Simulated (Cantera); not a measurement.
A closed system holds: 1 mol SiCl4, 5.6 mol NH3, 3.7 mol N2, held at 0.133 bar.

Method: chemical equilibrium by Gibbs-energy minimisation in Cantera with the NASA 1993 tables (ideal gas, pure condensed phases). Candidate condensed phases: NH4Cl, Si, Si3N4; 28 gas species. The tables' values for SiCl3, SiCl, SiN are old estimates; treat these amounts as uncertain. Gases not in the tables: Si2H6 and higher silanes. Equilibrium is a limit: real reactors are often held back by kinetics, nucleation or transport.

x: gas mole fraction; n: condensed amount in mol.

```csv
T (°C),x H2,x N2,x HCl,x SiCl2,x H,x SiCl3,x Cl,n Si3N4(s)
1250,0.403,0.364,0.224,0.00541,4.02e-5,0.00150,1.80e-5,0.288
1300,0.406,0.365,0.216,0.00948,7.10e-5,0.00187,2.99e-5,0.265
1350,0.410,0.368,0.203,0.0153,0.000121,0.00213,4.74e-5,0.233
1400,0.415,0.371,0.188,0.0227,0.000201,0.00223,7.11e-5,0.193
1450,0.421,0.374,…,…,…,0.00216,…,…
1500,0.427,0.378,…,…,…,0.00195,…,…
1550,0.433,0.381,0.134,0.0492,0.000781,0.00167,0.000184,0.0467
1600,0.438,0.385,0.117,0.0574,0.00117,0.00137,0.000237,0
1650,0.437,0.384,0.117,0.0575,0.00171,0.00114,0.000344,0
1700,0.436,0.384,0.118,0.0574,0.00244,0.000945,0.000492,0
1750,0.435,0.384,0.118,0.0572,0.00343,0.000792,0.000691,0
1800,0.433,0.383,0.119,0.0566,0.00474,0.000669,0.000959,0
1850,0.431,0.383,0.120,0.0557,0.00645,0.000568,0.00131,0
```

Q: Some entries are withheld; supply them.

A: 
- 1450, x HCl: 0.170
- 1450, x SiCl2: 0.0313
- 1450, x H: 0.000324
- 1450, x Cl: 0.000102
- 1450, n Si3N4(s): 0.146
- 1500, x HCl: 0.152
- 1500, x SiCl2: 0.0403
- 1500, x H: 0.000509
- 1500, x Cl: 0.000139
- 1500, n Si3N4(s): 0.0963
